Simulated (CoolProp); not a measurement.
A single-stage vapour-compression cycle with R410A: evaporating at 284.15 K (dew point), condensing at 306.15 K (bubble point), superheat 8 K, subcooling 2 K, compressor efficiency 0.75, no pressure losses. Each further row changes one setting.

Model: reference Helmholtz-energy equation of state, Lemmon 2003, in CoolProp. It is a pseudo-pure fit of the blend.

```tsv
case	cooling COP	pressure ratio	discharge temperature (K)	refrigerating effect (kJ/kg)	volumetric capacity (kJ/m³)
as stated	8.16	1.83	328.2	184	7470
evaporating temperature 289.15 K	10.9	(withheld)	324.8	(withheld)	8740
condensing temperature 301.15 K	10.9	(withheld)	(withheld)	192	(withheld)
subcooling 7 K	8.54	1.83	328.2	192	7830
superheat 18 K	8.09	1.83	(withheld)	195	7430
compressor efficiency 0.65	(withheld)	1.83	(withheld)	184	7470
```

### Question
Fill in the missing entries.

### Answer

- evaporating temperature 289.15 K, pressure ratio: 1.58
- evaporating temperature 289.15 K, refrigerating effect (kJ/kg): 185
- condensing temperature 301.15 K, pressure ratio: 1.61
- condensing temperature 301.15 K, discharge temperature (K): 320.3
- condensing temperature 301.15 K, volumetric capacity (kJ/m³): 7820
- superheat 18 K, discharge temperature (K): 338.8
- compressor efficiency 0.65, cooling COP: 7.07
- compressor efficiency 0.65, discharge temperature (K): 331.1
